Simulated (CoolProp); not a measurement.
Decamethylcyclopentasiloxane (D5) at 293.15 K and 15.3 MPa is throttled through a valve to 2.39 MPa with no heat exchange. Each further row changes one setting.

Values from CoolProp's reference Helmholtz-energy equation of state, Thol 2019.

```csv
case,temperature change (K),final density (kg/m³)
as stated,+5.4,(withheld)
outlet pressure 0.717 MPa,(withheld),(withheld)
outlet pressure 3.11 MPa,+5.1,958
```

Question: Fill in the missing entries.

Answer: 
- as stated, final density (kg/m³): 956
- outlet pressure 0.717 MPa, temperature change (K): +6.1
- outlet pressure 0.717 MPa, final density (kg/m³): 953
